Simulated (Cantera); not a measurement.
A Cantera script and its output.

```python
import numpy as np
import cantera as ct

gas = ct.Solution("gri30.yaml")
gas.TPX = 1873, 140000, {'CH4': 1, 'H2O': 0.44}
reactor = ct.IdealGasConstPressureReactor(gas, energy="off", clone=False)
net = ct.ReactorNet([reactor])
net.rtol, net.atol = 1e-08, 1e-18
show = ['CH4', 'H2O', 'CO2', 'C2H4', 'OH']
times = np.geomspace(0.0006, 100, 13)

steps = ct.SolutionArray(gas, extra=["t"])
rows = []
print(f"{'t/s':>10s}{'T/K':>9s}{'P/Pa':>11s}" + "".join(f"{s:>11s}" for s in show))
for t in times:
    while net.time < t:
        t_next = net.step()
        steps.append(gas.state, t=t_next)
    rows.append([np.interp(t, steps.t, y) for y in (steps.T, steps.P, *steps(*show).X.T)])
    print(f"{t:10.3e}{rows[-1][0]:9.1f}{rows[-1][1]:11.4g}" + "".join(f"{x:11.3e}" for x in rows[-1][2:]))
rate = np.gradient(steps.T, steps.t)
print("integrator steps:", len(steps.t))
if steps.T.max() > steps.T[0] + 200:
    print(f"time of steepest temperature rise: {steps.t[rate.argmax()]:.4e} s")
gas.TPX = 1873, 140000, {'CH4': 1, 'H2O': 0.44}
gas.equilibrate("TP")
print(f"equilibrium (TP): T = {gas.T:.1f} K  " + "  ".join(f"{s} {gas[s].X[0]:.3e}" for s in show))
```

It prints:

```
       t/s      T/K       P/Pa        CH4        H2O        CO2       C2H4         OH
 6.000e-04   1873.0    1.4e+05  2.278e-01  2.200e-01  3.690e-05  7.506e-03  1.133e-05
 1.634e-03   1873.0    1.4e+05  1.161e-01  1.939e-01  1.900e-04  3.207e-03  1.012e-05
 4.451e-03   1873.0    1.4e+05  5.350e-02  1.699e-01  7.555e-04  2.360e-03  9.162e-06
 1.212e-02   1873.0    1.4e+05  2.934e-02  1.375e-01  1.841e-03  2.169e-03  7.503e-06
 3.302e-02   1873.0    1.4e+05  2.169e-02  8.992e-02  2.467e-03  1.930e-03  4.750e-06
 8.993e-02   1873.0    1.4e+05  1.548e-02  3.921e-02  1.621e-03  1.629e-03  1.991e-06
 2.449e-01   1873.0    1.4e+05  1.068e-02  7.425e-03  3.669e-04  1.419e-03  3.680e-07
 6.672e-01   1873.0    1.4e+05  9.347e-03  1.457e-04  7.459e-06  1.370e-03  7.183e-09
 1.817e+00   1873.0    1.4e+05  9.319e-03  1.595e-06  8.091e-08  1.369e-03  7.889e-11
 4.949e+00   1873.0    1.4e+05  9.319e-03  1.592e-06  8.072e-08  1.369e-03  7.870e-11
 1.348e+01   1873.0    1.4e+05  9.319e-03  1.592e-06  8.072e-08  1.369e-03  7.870e-11
 3.672e+01   1873.0    1.4e+05  9.319e-03  1.592e-06  8.072e-08  1.369e-03  7.870e-11
 1.000e+02   1873.0    1.4e+05  9.319e-03  1.592e-06  8.072e-08  1.369e-03  7.870e-11
integrator steps: 1756
equilibrium (TP): T = 1873.0 K  CH4 9.319e-03  H2O 1.600e-06  CO2 8.116e-08  C2H4 1.369e-03  OH 7.913e-11
```

Computed with Cantera and GRI-Mech 3.0 (53 species, 325 reactions). GRI-Mech 3.0 stops at C3 and has no aromatics, soot or wall deposition, so with more carbon than oxygen in the feed, carbon stays in small species such as C2H2 where larger ones or solid carbon would form.
